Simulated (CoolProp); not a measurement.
Vapour-liquid equilibrium of dimethyl ether (1) + ethanol (2) at 0.195 MPa; x and y are mole fractions of (1).

Model: multi-fluid Helmholtz-energy mixture model, Wu 2011 and Schroeder 2014; pair parameters Bell 2016, in CoolProp.

**Question.** Give the bubble temperature and the first vapour's composition at x = 0.35, 0.45, 0.65. Is there an azeotrope?

**Answer.** x = 0.35: 12.1 °C, y = 0.986; x = 0.45: 6.6 °C, y = 0.991; x = 0.65: -0.1 °C, y = 0.996. No azeotrope shows between x = 0.05 and 0.95.

Pair parameters are fitted to limited data, so mixtures are less certain than the pure fluids.
